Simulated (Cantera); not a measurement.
Feed: 1 mol Fe2O3, 0.13 mol SO3, 1.1 mol O2, equilibrated at 1130 Torr.

Cantera equilibrium calculation (NASA polynomials, part measured and part estimated; ideal gas, pure solids and liquids). Candidate condensed phases: Fe, FeO, FeS, FeSO4, FeS2, Fe2O3, Fe2(SO4)3, Fe3O4, S; 12 gas species. Equilibrium is a limit: real reactors are often held back by kinetics, nucleation or transport.

Which condensed phases are stable at each of these points (T (°C)): 375, 450, 525, 600, 675, 750, 825, 900, 975, 1050?


| T (°C) | condensed phases | Fe condensed (%) |
|---|---|---|
| 375 | Fe2O3(s) + Fe2(SO4)3(s) | 100.0 |
| 450 | Fe2O3(s) + Fe2(SO4)3(s) | 100.0 |
| 525 | Fe2O3(s) + Fe2(SO4)3(s) | 100.0 |
| 600 | Fe2O3(s) + Fe2(SO4)3(s) | 100.0 |
| 675 | Fe2O3(s) + Fe2(SO4)3(s) | 100.0 |
| 750 | Fe2O3(s) | 100.0 |
| 825 | Fe2O3(s) | 100.0 |
| 900 | Fe2O3(s) | 100.0 |
| 975 | Fe2O3(s) | 100.0 |
| 1050 | Fe2O3(s) | 100.0 |

From 375 °C to 675 °C the condensed part is Fe2O3(s) + Fe2(SO4)3(s). From 750 °C to 1050 °C the condensed part is Fe2O3(s).
